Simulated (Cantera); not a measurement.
Cantera run, input and output.

```python
import numpy as np
import cantera as ct

gas = ct.Solution("gri30.yaml")


def delay(T, t_max=10):
    gas.TPX = T, 500000, {'CH4': 1, 'O2': 3.64, 'N2': 12.7}
    reactor = ct.IdealGasConstPressureReactor(gas, clone=False)
    net = ct.ReactorNet([reactor])
    net.rtol, net.atol = 1e-8, 1e-16
    while net.time < t_max:
        t_old, T_old = net.time, reactor.T
        net.step()
        if reactor.T > T + 400:  # ignition: a rise of 400 K
            return t_old + (T + 400 - T_old) / (reactor.T - T_old) * (net.time - t_old)
    return np.nan


taus = []
for T in [1150, 1225, 1300, 1375, 1450, 1525]:
    taus.append(delay(T))
    print(f"T0 = {T:6g} K   tau = {taus[-1]:.4e} s")
```

It prints:

```
T0 =   1150 K   tau = 1.3629e-02 s
T0 =   1225 K   tau = 5.0890e-03 s
T0 =   1300 K   tau = 2.0485e-03 s
T0 =   1375 K   tau = 8.8325e-04 s
T0 =   1450 K   tau = 4.0685e-04 s
T0 =   1525 K   tau = 2.0006e-04 s
```

Computed with Cantera and GRI-Mech 3.0 (53 species, 325 reactions).
